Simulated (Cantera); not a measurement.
A Cantera script and what it prints.

```python
import numpy as np
import cantera as ct

gas_names = """
    O2 F2
""".split()
cond_names = """
    Mg(L) MgF2(s) MgO(s)
""".split()


def load(file, names, dense=False):
    # The tables refer to 1 bar. Condensed volumes are neglected.
    table = {s.name: s for s in ct.Species.list_from_file(file)}
    out = []
    for n in names:
        d = dict(table[n].input_data)
        d["thermo"] = dict(d["thermo"], **{"reference-pressure": 1e5})
        if dense:
            d["equation-of-state"] = {"model": "constant-volume", "density": "1e6 g/cm^3"}
        out.append(ct.Species.from_dict(d))
    return out


species = {s.name: s for s in load("nasa_gas.yaml", gas_names) + load("nasa_condensed.yaml", cond_names)}
T = 1175
g = {n: (s.thermo.h(T) - T * s.thermo.s(T)) / (ct.gas_constant * T * np.log(10)) for n, s in species.items()}
valid = cond_names  # the entries whose range holds T


def stable(la, lb):
    # potentials (over RT ln 10) of the two non-metals from log10 p(O2) and log10 p(F2) in bar
    mu = {}
    mu["O"] = (g["O2"] + la) / 2
    mu["F"] = (g["F2"] + lb) / 2
    cost = {}
    for n in valid:
        c = species[n].composition
        cost[n] = (g[n] - sum(c.get(e, 0) * m for e, m in mu.items())) / c["Mg"]
    return min(cost, key=cost.get)


results = []
for lb in [0, -3.2, -6.4, -9.6, -12.8, -16, -19.2, -22.4, -25.6, -28.8, -32]:
    row = [stable(la, lb) for la in [-17, -15.9, -14.8, -13.6, -12.5, -11.4, -10.2, -9.1, -8, -6.9, -5.8, -4.6, -3.5, -2.4, -1.2, -0.1, 1]]
    results.append(row)
    print(f"{lb:6.1f}  " + " ".join(f"{valid.index(n):x}" for n in row))
print("key: " + ", ".join(f"{i:x} {n}" for i, n in enumerate(valid)))
```

It prints:

```
   0.0  1 1 1 1 1 1 1 1 1 1 1 1 1 1 1 1 1
  -3.2  1 1 1 1 1 1 1 1 1 1 1 1 1 1 1 1 1
  -6.4  1 1 1 1 1 1 1 1 1 1 1 1 1 1 1 1 1
  -9.6  1 1 1 1 1 1 1 1 1 1 1 1 1 1 1 1 1
 -12.8  1 1 1 1 1 1 1 1 1 1 1 1 1 1 1 1 1
 -16.0  1 1 1 1 1 1 1 1 1 1 1 1 1 1 1 1 1
 -19.2  1 1 1 1 1 1 1 1 1 1 1 1 1 1 1 1 1
 -22.4  1 1 1 1 1 1 1 1 1 1 1 2 2 2 2 2 2
 -25.6  1 1 1 1 1 2 2 2 2 2 2 2 2 2 2 2 2
 -28.8  2 2 2 2 2 2 2 2 2 2 2 2 2 2 2 2 2
 -32.0  2 2 2 2 2 2 2 2 2 2 2 2 2 2 2 2 2
key: 0 Mg(L), 1 MgF2(s), 2 MgO(s)
```

Cantera with NASA thermochemical tables; ideal gases at 1 bar, condensed phases pure. Not in the tables: oxide halides.
